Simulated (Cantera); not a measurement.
Charge: 1 mol K₂CO₃, 3.6 mol H₂O, 0.21 mol H₂, equilibrated at 1025 °C.

These are equilibrium values from Cantera (NASA tables, ideal gas, pure condensed phases), not measurements of a reactor. Candidate condensed phases: C, C₆H₆, C₇H₈, C₈H₁₈, H₂O, K, KOH, KO₂, K₂CO₃, K₂O, K₂O₂; 116 gas species. Rates play no part.

Question: Which condensed phases are stable at each of these points (P (Pa)): 10, 52, 270, 1400, 7200, 37000, 190000, 1000000?

Answer: 
| P (Pa) | condensed phases | K condensed (%) |
|---|---|---|
| 10 | gas only | 0.0 |
| 52 | gas only | 0.0 |
| 270 | gas only | 0.0 |
| 1400 | gas only | 0.0 |
| 7200 | K₂CO₃(l) | 60.2 |
| 37000 | K₂CO₃(l) | 87.7 |
| 190000 | K₂CO₃(l) | 96.0 |
| 1000000 | K₂CO₃(l) | 98.7 |

From 0.0750 Torr to 10.5 Torr nothing is condensed. From 54.0 Torr to 7500 Torr the condensed part is K₂CO₃(l).
